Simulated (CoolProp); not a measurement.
C3F8 (R218) along the isotherm 287.5 K: density (kg/m³) from the reference equation and from simpler models built on Tc = 345.0 K, pc = 26.40 bar, ω = 0.317; each cubic takes its own stable root.

Computed with CoolProp (reference Helmholtz-energy equation of state, Lemmon 2006). It is a short technical equation, of lower accuracy than the large ones.

```json
[
 {"p (bar)": "0.0417", "phase": "gas", "reference": "0.3283"},
 {"p (bar)": "0.063", "phase": "gas", "reference": "0.4963"},
 {"p (bar)": "0.095", "phase": "gas", "reference": "0.7489"},
 {"p (bar)": "0.143", "phase": "gas", "reference": "1.129"},
 {"p (bar)": "0.216", "phase": "gas", "reference": "1.708"},
 {"p (bar)": "0.326", "phase": "gas", "reference": "2.584"},
 {"p (bar)": "0.492", "phase": "gas", "reference": "3.916"},
 {"p (bar)": "0.742", "phase": "gas", "reference": "5.942"},
 {"p (bar)": "1.12", "phase": "gas", "reference": "9.054"},
 {"p (bar)": "1.69", "phase": "gas", "reference": "13.87"},
 {"p (bar)": "2.55", "phase": "gas", "reference": "21.43"},
 {"p (bar)": "3.84", "phase": "gas", "reference": "33.59"},
 {"p (bar)": "5.8", "phase": "gas", "reference": "54.59"},
 {"p (bar)": "8.75", "phase": "liquid", "reference": "1386"},
 {"p (bar)": "13.2", "phase": "liquid", "reference": "1392"}
]
```

**Question.** How far does each simpler model (Redlich-Kwong, Soave-Redlich-Kwong) lie from the reference over these 15 states: mean and median of the absolute difference, and the worst?

**Answer.** 
- Redlich-Kwong: mean 2.2 %, median 0.2 %, worst -13.9 % at 287.5 K and 8.75 bar
- Soave-Redlich-Kwong: mean 1.2 %, median 0.0 %, worst -8.0 % at 287.5 K and 8.75 bar
